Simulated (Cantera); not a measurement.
An isothermal plug-flow reactor at 500 K and 0.987 atm (inlet), inlet velocity 1.5 m/s, active area per volume 480 1/m; feed H₂ : O₂ : N₂ : H₂O = 0.01 : 0.14 : 0.79 : 0.008 (molar parts).

Computed with Cantera and Deutschmann's 1995 Pt surface mechanism with GRI-Mech 3.0 gas chemistry. Catalytic surfaces can have several steady states; this one follows from the mechanism file's or the stated starting coverage. Mass transfer to the wall is taken as infinitely fast.

### Question
What does this change do: inlet velocity 1.5 to 0.35 m/s?

### Answer
```csv
quantity,before,after
x(H₂) at z = 0.0069 m,0.00143,0.000369
x(O₂) at z = 0.0069 m,0.144,0.143
x(H₂O) at z = 0.0069 m,0.0176,0.0187
θ(free Pt) at the exit,0.0146,0.00378
θ(O*) at the exit,0.965,0.986
θ(OH*) at the exit,0.0204,0.0107
```

### Question
What does this change do: area per volume 480 to 260 1/m?

### Answer
```csv
quantity,before,after
x(H₂) at z = 0.0069 m,0.00143,0.00238
x(O₂) at z = 0.0069 m,0.144,0.144
x(H₂O) at z = 0.0069 m,0.0176,0.0167
θ(free Pt) at the exit,0.0146,0.0242
θ(O*) at the exit,0.965,0.950
θ(OH*) at the exit,0.0204,0.0256
```
